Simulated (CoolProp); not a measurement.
The numbers come from the reference Helmholtz-energy equation of state, Penoncello 2003 in CoolProp.

Task: For CHF3 (R23), give the phase and the cv (kJ/(kg K)), isothermal compressibility (1/MPa), conductivity (mW/(m K)), fugacity coefficient at 307.7 K and 93.3 bar; 307.7 K and 483 bar.

Result: 
- 307.7 K and 93.3 bar: supercritical; cv 0.810, isothermal compressibility 0.0354, conductivity 66.7, fugacity coefficient 0.437
- 307.7 K and 483 bar: supercritical; cv 0.785, isothermal compressibility 0.00314, conductivity 101, fugacity coefficient 0.225

Thermal conductivity comes from a separate model (Shan 2000).
